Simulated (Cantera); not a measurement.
Input: 1 mol Al(CH3)3, 49 mol H2O, 13 mol H2, at 375 °C and 32.0 mbar.

Equilibrium computed with Cantera from the NASA thermochemical tables; the gas is ideal and each condensed phase is pure. The feed counts by its element totals alone. Equilibrium is a limit: real reactors are often held back by kinetics, nucleation or transport.

```json
[
 {"species": "H2O", "before": "0.618", "after": "0.661"},
 {"species": "H2", "before": "0.339", "after": "0.294"},
 {"species": "CO2", "before": "0.0364", "after": "0.0245"},
 {"species": "CH4", "before": "0.00603", "after": "0.0197"},
 {"species": "CO", "before": "0.00126", "after": "0.000685"},
 {"species": "Al2O3(s), mol", "before": "0.500", "after": "0.500"}
]
```
Gas species are given as mole fractions.

### Question
What was changed between the two runs?
A. pressure from 32.0 mbar to 0.530 bar
B. temperature from 375 °C to 1375 °C
C. pressure from 32.0 mbar to 0.100 bar
D. temperature from 375 °C to 1052 °C

### Answer
C, pressure from 32.0 mbar to 0.100 bar
